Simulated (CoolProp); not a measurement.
Computed with CoolProp (reference Helmholtz-energy equation of state, Akasaka 2023).

Question: For R1336mzz(E), give the phase and the density (kg/m³), cv (kJ/(kg K)), Joule-Thomson coefficient (K/MPa), isothermal compressibility (1/MPa) at 64.25 °C and 5700 kPa.

Answer: 
- 64.25 °C and 5700 kPa: liquid; density 1230, cv 0.901, Joule-Thomson coefficient -0.0588, isothermal compressibility 0.00551
